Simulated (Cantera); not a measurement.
A Cantera script and what it prints.

```python
import numpy as np
import cantera as ct

gas_names = """
    B2O2 B2O3 F2 B3O3F3 O2
""".split()
cond_names = """
    B(b) B(L)
""".split()


# ... load() reads the species with a 1 bar reference pressure and builds the phases ...
species = {s.name: s for s in load("nasa_gas.yaml", gas_names) + load("nasa_condensed.yaml", cond_names)}
# Each term lists the table entries of one substance; the one whose range holds T is used.
reactions = {
    '3 B2O2(g) = 2 B2O3(g) + 2 B':
        [(-3, ['B2O2']), (2, ['B2O3']), (2, ['B(b)', 'B(L)'])],
    '3 B2O2(g) + 3 F2(g) = 2 B3O3F3(g)':
        [(-3, ['B2O2']), (-3, ['F2']), (2, ['B3O3F3'])],
    '2 B2O2(g) + O2(g) = 2 B2O3(g)':
        [(-2, ['B2O2']), (-1, ['O2']), (2, ['B2O3'])],
}


def pick(names, T):
    return next(species[n] for n in names if species[n].thermo.min_temp <= T <= species[n].thermo.max_temp)


results = []
for label, terms in reactions.items():
    print(label)
    print("     T/K   dH/kJ  dS/(J/K)   dG/kJ   log10 K")
    for T in [1723, 1873, 2023, 2173, 2323, 2473, 2623, 2773]:
        used = [(nu, pick(names, T)) for nu, names in terms]
        dH = sum(nu * s.thermo.h(T) for nu, s in used) / 1e6
        dS = sum(nu * s.thermo.s(T) for nu, s in used) / 1e3
        dG = dH - T * dS / 1e3
        logK = -dG * 1e6 / (ct.gas_constant * T * np.log(10))
        results.append((label, T, dH, dS, dG, logK, [s.name for _, s in used]))
        print(f"{T:8g} {dH:8.1f} {dS:8.1f} {dG:8.1f} {logK:8.2f}")
```

Output:

```
3 B2O2(g) = 2 B2O3(g) + 2 B
     T/K   dH/kJ  dS/(J/K)   dG/kJ   log10 K
    1723   -295.6   -144.9    -46.1     1.40
    1873   -293.7   -143.8    -24.4     0.68
    2023   -291.5   -142.7     -2.9     0.08
    2173   -289.3   -141.6     18.4    -0.44
    2323   -286.9   -140.5     39.6    -0.89
    2473   -183.8    -96.7     55.3    -1.17
    2623   -181.0    -95.6     69.7    -1.39
    2773   -178.2    -94.6     84.0    -1.58
3 B2O2(g) + 3 F2(g) = 2 B3O3F3(g)
     T/K   dH/kJ  dS/(J/K)   dG/kJ   log10 K
    1723  -3331.2   -629.7  -2246.3    68.10
    1873  -3326.0   -626.7  -2152.1    60.02
    2023  -3320.7   -624.0  -2058.3    53.14
    2173  -3315.3   -621.5  -1964.9    47.23
    2323  -3309.9   -619.1  -1871.8    42.09
    2473  -3304.5   -616.8  -1779.1    37.58
    2623  -3298.9   -614.6  -1686.8    33.59
    2773  -3293.3   -612.5  -1594.7    30.04
2 B2O2(g) + O2(g) = 2 B2O3(g)
     T/K   dH/kJ  dS/(J/K)   dG/kJ   log10 K
    1723   -760.3   -126.1   -542.9    16.46
    1873   -760.0   -126.0   -524.0    14.61
    2023   -759.6   -125.8   -505.1    13.04
    2173   -759.3   -125.6   -486.3    11.69
    2323   -759.0   -125.5   -467.5    10.51
    2473   -758.8   -125.4   -448.6     9.48
    2623   -758.6   -125.3   -429.8     8.56
    2773   -758.4   -125.3   -411.0     7.74
```

Standard-state values (1 bar) from the NASA 1993 polynomials, evaluated with Cantera. Condensed species are held in their standard states even where they would react or evaporate.
